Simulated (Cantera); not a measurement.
A closed system holds: 1 mol PbS, a varied amount of H₂, equilibrated at 1752 °C and 3450 Torr.

These are equilibrium values from Cantera (NASA tables, ideal gas, pure condensed phases), not measurements of a reactor. Candidate condensed phases: Pb, PbS, S; 10 gas species. Equilibrium is a limit: real reactors are often held back by kinetics, nucleation or transport.

**Question.** At 0.83 mol H₂, list the 4 most abundant gas species with their mole fractions, and the condensed phases.

**Answer.** PbS 0.435, H₂ 0.382, Pb 0.0994, H₂S 0.0592. Condensed: gas only.
